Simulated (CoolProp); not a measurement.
Vapour-liquid equilibrium of R114 (1) + benzene (2) at 52.65 °C; x and y are mole fractions of (1).

Computed with CoolProp (multi-fluid Helmholtz-energy mixture model, Platzer 1990 and Thol 2012; pair parameters Bell 2016). This equation is an older, rougher fit; its heat capacities, sound speeds and derivatives of the liquid may be far off and weren't checked against measurements.

Task: Give the bubble pressure and the first vapour's composition at x = 0.05, 0.2, 0.575. Is there an azeotrope?

Result: x = 0.05: 0.9980 bar, y = 0.609; x = 0.2: 2.166 bar, y = 0.834; x = 0.575: 3.453 bar, y = 0.919. No azeotrope shows between x = 0.05 and 0.95.

Pair parameters are fitted to limited data, so mixtures are less certain than the pure fluids. With so large a gap from Raoult's law the liquid may split in two, which this calculation doesn't test in full.
